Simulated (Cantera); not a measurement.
# Adiabatic ignition

An adiabatic, constant-pressure homogeneous reactor starts with CO : H2 : CH4 : O2 : N2 = 1 : 0.53 : 0.032 : 1.38 : 9.81 (molar parts), at 1450 K and 7.60 atm.

Detailed kinetics in Cantera: GRI-Mech 3.0 (53 species, 325 reactions).

```
t (s)     T (K)     x CO      x H2    x CH4    x CH2O    x O2
--------  -----  -------  --------  -------  --------  ------
2.00e-6    1450   0.0784    0.0416  0.00251   1.24e-8   0.108
8.38e-6    1803   0.0609   0.00247  1.39e-8   5.47e-9  0.0712
3.52e-5    2263   0.0118   0.00102   <1e-12  3.36e-11  0.0495
0.000147   2357  0.00294  0.000277   <1e-12  2.42e-12  0.0464
0.000618   2362  0.00240  0.000238   <1e-12  1.76e-12  0.0461
0.00259    2361  0.00239  0.000237   <1e-12  1.74e-12  0.0457
0.0109     2355  0.00235  0.000233   <1e-12  1.69e-12  0.0444
0.0455     2348  0.00230  0.000229   <1e-12  1.62e-12  0.0426
0.191      2347  0.00229  0.000229   <1e-12  1.61e-12  0.0423
0.800      2347  0.00229  0.000229   <1e-12  1.61e-12  0.0423
```
x: mole fraction; the columns are a selection and need not sum to one.

```yaml
time_of_steepest_temperature_rise: 6.25 µs
temperature at 0.800 s: 2347 K
equilibrium_temperature: 2347 K
x(CO) at 0.800 s: 0.00229 (gas-phase equilibrium 0.00229)
x(H2) at 0.800 s: 0.000229 (gas-phase equilibrium 0.000229)
x(CH4) at 0.800 s: <1e-12 (gas-phase equilibrium <1e-12)
```
